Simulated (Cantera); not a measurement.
An adiabatic, constant-volume homogeneous reactor starts with 4.48 % CH4, 2.55 % CO, 17.7 % O2, 66.3 % N2, 8.96 % H2, equivalence ratio 0.83, at 1525 K and 1000000 Pa.

Detailed kinetics in Cantera: GRI-Mech 3.0 (53 species, 325 reactions). Above 3000 K some thermodynamic fits are extrapolated.

Predict: time of steepest temperature rise; temperature at 3.00 s; equilibrium temperature; x(CO) at 3.00 s; x(O2) at 3.00 s; x(N2O) at 3.00 s; x(NO) at 3.00 s.


```
Item                                                                Result
---------------------------------  ---------------------------------------
time of steepest temperature rise                                  7.04 µs
temperature at 3.00 s                                               3065 K
equilibrium temperature                                             3065 K
x(CO) at 3.00 s                      0.0252 (gas-phase equilibrium 0.0252)
x(O2) at 3.00 s                      0.0317 (gas-phase equilibrium 0.0317)
x(N2O) at 3.00 s                   4.32e-6 (gas-phase equilibrium 4.32e-6)
x(NO) at 3.00 s                      0.0186 (gas-phase equilibrium 0.0186)
```
